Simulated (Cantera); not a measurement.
Feed: 1 mol Ti(OiPr)4, 140 mol H2, equilibrated at 1027 °C and 1.33 mbar.

These are equilibrium values from Cantera (NASA tables, ideal gas, pure condensed phases), not measurements of a reactor. Candidate condensed phases: C, C6H6, C7H8, C8H18, H2O, Ti, TiC, TiO, TiO2, Ti2O3, Ti3O5, Ti4O7; 113 gas species. The feed counts by its element totals alone. TiC: taken at fixed stoichiometry. Kinetics and transport are ignored.

Base state: H2 0.975, CO 0.0253, H 2.99e-5 (mole fractions); condensed: C(graphite) + TiC(s).

Q: What changes in the equilibrium state with this change: temperature from 1027 °C to 1700 °C?

A: 
```
species            before     after
----------------  -------  --------
H2                  0.975     0.939
H                 2.99e-5    0.0358
CO                 0.0253    0.0249
C2H2 (acetylene)  5.62e-7  0.000601
C(graphite), mol     7.00      6.81
TiC(s), mol          1.00     1.000
```
